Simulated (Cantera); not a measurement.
A closed system holds: 1 mol B₂H₆, a varied amount of NH₃, held at 1.33 mbar.

These are equilibrium values from Cantera (NASA tables, ideal gas, pure condensed phases), not measurements of a reactor. Candidate condensed phases: B, BN; 15 gas species. The feed counts by its element totals alone. Mutual solubility and eutectic melting of coexisting phases are not modelled. Rates play no part.

Stable condensed phases, one row left out:

```
T in °C \ n(NH₃) in mol
         0.12 0.19 0.25 0.31 0.38 0.44  0.5 0.56
   1827     A    A    A    A    A    A    A    A
   1777     A    A    A    A    A    A    A    A
   1677     A    A    A    B    B    B    B    B
   1627     A    B    B    B    B    B    B    B
   1577     B    B    B    B    B    B    B    B
   1527     B    B    B    B    B    B    B    B
   1477     B    B    B    B    B    B    B    B
   1427     B    B    B    B    B    B    B    B
   1377     B    B    B    B    B    B    B    B
   1327     B    B    B    B    B    B    B    B
   1277     B    B    B    B    B    B    B    B
   1227     B    B    B    B    B    B    B    B
```

A: B; B: B + BN.

**Question.** Give the row for 1727 °C.

**Answer.** 0.12: B; 0.19: B; 0.25: B; 0.31: B; 0.38: B; 0.44: B; 0.5: B; 0.56: B.
